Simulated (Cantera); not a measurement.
A closed system holds: 1 mol SiHCl3, a varied amount of NH3, 39 mol H2, held at 1925 K and 0.0150 bar.

Cantera equilibrium calculation (NASA polynomials, part measured and part estimated; ideal gas, pure solids and liquids). Candidate condensed phases: NH4Cl, Si, Si3N4; 28 gas species. The tables' values for SiCl, SiCl3 are old estimates; treat these amounts as uncertain. Gases not in the tables: Si2H6 and higher silanes. Kinetics and transport are ignored.

Task: At 0.42 mol NH3, list the 5 most abundant gas species with their mole fractions, and the condensed phases.

Result: H2 0.923, HCl 0.0540, SiCl2 0.00829, H 0.00750, N2 0.00499. Condensed: Si(l).
